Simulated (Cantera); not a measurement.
## Moist CO burnout

An isothermal, constant-pressure homogeneous reactor starts with CO : O2 : H2O : N2 = 0.0042 : 0.013 : 0.0067 : 1 (molar parts), equivalence ratio 0.16, at 1500 K and 6.40 bar.

Cantera simulation using GRI-Mech 3.0 (53 species, 325 reactions); the numbers are that mechanism's predictions, not measurements.

```json
[
 {"t (s)": "0.000800", "x CO": "0.00112", "x O2": "0.0112", "x H2O": "0.00647", "x NO": "2.58e-7", "x O": "6.69e-5", "x N2O": "1.95e-6", "x H2": "2.51e-5"},
 {"t (s)": "0.00154", "x CO": "0.000378", "x O2": "0.0108", "x H2O": "0.00651", "x NO": "4.02e-7", "x O": "2.39e-5", "x N2O": "2.49e-6", "x H2": "9.15e-6"},
 {"t (s)": "0.00297", "x CO": "0.000106", "x O2": "0.0107", "x H2O": "0.00653", "x NO": "4.88e-7", "x O": "7.74e-6", "x N2O": "2.54e-6", "x H2": "2.89e-6"},
 {"t (s)": "0.00571", "x CO": "2.52e-5", "x O2": "0.0107", "x H2O": "0.00654", "x NO": "5.33e-7", "x O": "2.46e-6", "x N2O": "2.04e-6", "x H2": "8.62e-7"},
 {"t (s)": "0.0110", "x CO": "5.13e-6", "x O2": "0.0107", "x H2O": "0.00655", "x NO": "5.54e-7", "x O": "8.42e-7", "x N2O": "1.16e-6", "x H2": "2.68e-7"},
 {"t (s)": "0.0212", "x CO": "8.71e-7", "x O2": "0.0107", "x H2O": "0.00655", "x NO": "5.62e-7", "x O": "3.41e-7", "x N2O": "3.83e-7", "x H2": "1.00e-7"},
 {"t (s)": "0.0408", "x CO": "1.53e-7", "x O2": "0.0107", "x H2O": "0.00655", "x NO": "5.65e-7", "x O": "1.93e-7", "x N2O": "8.87e-8", "x H2": "5.52e-8"},
 {"t (s)": "0.0785", "x CO": "7.95e-8", "x O2": "0.0107", "x H2O": "0.00655", "x NO": "5.66e-7", "x O": "1.67e-7", "x N2O": "5.42e-8", "x H2": "4.80e-8"},
 {"t (s)": "0.151", "x CO": "7.75e-8", "x O2": "0.0107", "x H2O": "0.00655", "x NO": "5.69e-7", "x O": "1.67e-7", "x N2O": "5.34e-8", "x H2": "4.78e-8"},
 {"t (s)": "0.291", "x CO": "7.75e-8", "x O2": "0.0107", "x H2O": "0.00655", "x NO": "5.73e-7", "x O": "1.67e-7", "x N2O": "5.34e-8", "x H2": "4.78e-8"},
 {"t (s)": "0.560", "x CO": "7.75e-8", "x O2": "0.0107", "x H2O": "0.00655", "x NO": "5.81e-7", "x O": "1.67e-7", "x N2O": "5.34e-8", "x H2": "4.78e-8"},
 {"t (s)": "1.08", "x CO": "7.75e-8", "x O2": "0.0107", "x H2O": "0.00655", "x NO": "5.96e-7", "x O": "1.67e-7", "x N2O": "5.34e-8", "x H2": "4.78e-8"},
 {"t (s)": "2.08", "x CO": "7.75e-8", "x O2": "0.0107", "x H2O": "0.00655", "x NO": "6.26e-7", "x O": "1.67e-7", "x N2O": "5.34e-8", "x H2": "4.78e-8"},
 {"t (s)": "4.00", "x CO": "7.75e-8", "x O2": "0.0107", "x H2O": "0.00655", "x NO": "6.84e-7", "x O": "1.67e-7", "x N2O": "5.34e-8", "x H2": "4.78e-8"}
]
```
x: mole fraction; the columns are a selection and need not sum to one.

Equilibrium at this temperature and pressure: CO 7.81e-8, O2 0.0105, H2O 0.00655, NO 0.000307, O 1.65e-7, N2O 5.30e-8, H2 4.81e-8 (gas phase only).
